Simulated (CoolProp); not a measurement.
Computed with CoolProp (reference Helmholtz-energy equation of state, Gao 2020).

Task: Give the vapour pressure (bar), vapour density (kg/m³), enthalpy of vaporisation (kJ/kg), liquid conductivity (mW/(m K)) of saturated ammonia at 301.3, 334.7 K.

Result: 
```
T (K)  p (bar)  vapour density (kg/m³)  enthalpy of vaporisation (kJ/kg)  liquid conductivity (mW/(m K))
-----  -------  ----------------------  --------------------------------  ------------------------------
301.3     11.0                    8.57                              1150                             477
334.7     27.1                    21.3                               989                             386
```

Thermal conductivity comes from a separate model (Tufeu 1984).
